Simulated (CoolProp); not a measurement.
Saturation properties of R227EA.

Model: reference Helmholtz-energy equation of state, Lemmon 2016, in CoolProp.

| T (K) | p (MPa) | vapour Z | surface tension (mN/m) |
|---|---|---|---|
| 185.4 | (withheld) | 0.9983 | 21.6 |
| 199.9 | 0.003606 | 0.9956 | 19.5 |
| 214.4 | 0.01036 | 0.9903 | 17.6 |
| 228.9 | (withheld) | (withheld) | 15.6 |
| 243.4 | 0.05463 | 0.9681 | (withheld) |
| 257.9 | 0.1062 | 0.9492 | 11.9 |
| 272.3 | 0.1892 | 0.9243 | (withheld) |
| 286.8 | (withheld) | 0.8922 | 8.35 |
| 301.3 | 0.5002 | (withheld) | 6.68 |
| 315.8 | 0.7550 | 0.8028 | (withheld) |
| 330.3 | 1.097 | 0.7422 | 3.57 |
| 344.7 | 1.541 | 0.6667 | 2.18 |

Problem. What belongs in the gaps?

Solution. 
- 185.4, p (MPa): 0.001024
- 228.9, p (MPa): 0.02536
- 228.9, vapour Z: 0.9814
- 243.4, surface tension (mN/m): 13.7
- 272.3, surface tension (mN/m): 10.1
- 286.8, p (MPa): 0.3164
- 301.3, vapour Z: 0.8521
- 315.8, surface tension (mN/m): 5.08

It boils at 256.8 K under 1 atm.

Surface tension comes from a separate correlation (Mulero 2012).
